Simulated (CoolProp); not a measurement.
A single-stage vapour-compression cycle with R1336mzz(Z): evaporating at 277.15 K (dew point), condensing at 335.15 K (bubble point), superheat 5 K, subcooling 5 K, compressor efficiency 0.65, no pressure losses. Each further row changes one setting.

Computed with CoolProp (reference Helmholtz-energy equation of state, McLinden 2020).

```
case                              cooling COP  pressure ratio  discharge temperature (K)  refrigerating effect (kJ/kg)  volumetric capacity (kJ/m³)
--------------------------------  -----------  --------------  -------------------------  ----------------------------  ---------------------------
as stated                                2.42            8.68                      343.1                           116                          249
evaporating temperature 282.15 K          ___            6.90                        ___                           120                          ___
condensing temperature 330.15 K          2.75            7.46                      338.7                           123                          263
subcooling 10 K                           ___            8.68                      343.1                           123                          263
superheat 15 K                           2.48            8.68                        ___                           125                          257
compressor efficiency 0.55                ___            8.68                      351.9                           116                          249
```

Q: Fill in the missing entries.

A: 
- evaporating temperature 282.15 K, cooling COP: 2.78
- evaporating temperature 282.15 K, discharge temperature (K): 342.1
- evaporating temperature 282.15 K, volumetric capacity (kJ/m³): 319
- subcooling 10 K, cooling COP: 2.55
- superheat 15 K, discharge temperature (K): 353.6
- compressor efficiency 0.55, cooling COP: 2.05
